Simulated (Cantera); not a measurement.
Input: 1 mol SiH2Cl2, 0.0052 mol C3H8, 57 mol H2, equilibrated at 1148.15 K and 0.0100 bar.

Equilibrium computed with Cantera from the NASA thermochemical tables; the gas is ideal and each condensed phase is pure. Candidate condensed phases: C, C6H6, C7H8, C8H18, Si, SiC; 109 gas species. Mutual solubility and eutectic melting of coexisting phases are not modelled. The tables' values for SiCl3 are old estimates; treat these amounts as uncertain. Kinetics and transport are ignored.

Base state: H2 0.970, HCl 0.0275, SiCl2 0.00171, SiCl4 0.000362, SiHCl3 0.000256, SiCl3 0.000237, SiH2Cl2 2.27e-5 (mole fractions); condensed: Si(s) + SiC(s).

Problem. What changes in the equilibrium state with this change: H2 from 57 to 10 mol?

Solution. 
| species | before | after |
|---|---|---|
| H2 | 0.970 | 0.900 |
| HCl | 0.0275 | 0.0667 |
| SiCl4 | 0.000362 | 0.0145 |
| SiCl2 | 0.00171 | 0.0108 |
| SiCl3 | 0.000237 | 0.00378 |
| SiHCl3 | 0.000256 | 0.00393 |
| SiH2Cl2 | 2.27e-5 | 0.000134 |
| Si(s), mol | 0.832 | 0.593 |
| SiC(s), mol | 0.0156 | 0.0156 |
